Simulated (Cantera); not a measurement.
## MgCO3 + C + O2 (calcination and drying)

Feed: 1 mol MgCO3, 0.077 mol C, 12 mol O2, held at 30.0 mbar.

Equilibrium computed with Cantera from the NASA thermochemical tables; the gas is ideal and each condensed phase is pure. Candidate condensed phases: C, Mg, MgCO3, MgO; 15 gas species. Equilibrium is a limit: real reactors are often held back by kinetics, nucleation or transport.

```csv
T (°C),log p O2,log p CO2,log p O,log p CO,log p Mg,n MgO(s)
1025,-1.56,-2.60,-7.55,-8.66,<-13,1.00
1100,-1.56,-2.60,-6.99,-8.04,<-13,1.00
1175,-1.56,-2.60,-6.49,-7.49,<-13,1.00
1250,-1.56,-2.60,-6.04,-6.99,<-13,1.00
1325,-1.56,-2.60,-5.63,-6.54,-12.37,1.00
1400,-1.56,-2.60,-5.26,-6.13,-11.30,1.00
1475,-1.56,-2.61,-4.92,-5.75,-10.32,1.00
1550,-1.56,-2.61,-4.60,-5.41,-9.42,1.00
1625,-1.56,-2.61,-4.31,-5.09,-8.60,1.000
1700,-1.56,-2.61,-4.05,-4.81,-7.84,1.000
1775,-1.56,-2.61,-3.80,-4.54,-7.13,1.000
1850,-1.56,-2.62,-3.57,-4.29,-6.48,1.000
1925,-1.57,-2.62,-3.36,-4.07,-5.87,0.999
2000,-1.57,-2.64,-3.16,-3.86,-5.30,0.997
```
log p: log10 of the partial pressure in bar; n: condensed amount in mol.

From 1025 °C to 2000 °C the condensed part is MgO(s).
